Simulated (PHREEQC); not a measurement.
Make-up at 25 °C: 0.0011 mol HF and 0.00018 mol KF per kg of water. Closed to the air; pH follows from the charge balance.

Equilibrium calculation in PHREEQC: ion-association model, wateq4f.dat.

| quantity | before | after |
|---|---|---|
| pH | 3.28 | 7.05 |
| ionic strength (mol/kgw) | 0.000723 | 0.000180 |
| F- (mol/kgw) | 0.000722 | 0.000180 |
| HF (mol/kgw) | 0.000554 | 2.37e-8 |
| HF2- (mol/kgw) | 1.53e-6 | 1.64e-11 |

### Question
Which change was made?
A. 0.00021 mol/kgw TMAH added
B. KF replaced by CsF at the same molality
C. HF left out
D. 0.00011 mol/kgw RbCl added
E. HF from 0.0011 to 0.00011 mol/kgw

### Answer
C, HF left out

No solid was allowed to form.
